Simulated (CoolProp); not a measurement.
Hexamethyldisiloxane (MM) at several states: density (kg/m³) from the reference equation and from simpler models built on Tc = 518.7 K, pc = 1931 kPa, ω = 0.418; each cubic takes its own stable root.

The numbers come from the reference Helmholtz-energy equation of state, Thol 2016 in CoolProp.

```csv
T (K),p (kPa),phase,reference,van der Waals,Redlich-Kwong,Soave-Redlich-Kwong,Peng-Robinson
532.1,41.1,gas,1.519,1.518,1.519,1.519,1.520
488.6,1030,gas,59.11,53.29,56.14,57.57,59.24
373.8,5450,liquid,689.9,443.6,623.8,653.5,736.1
```
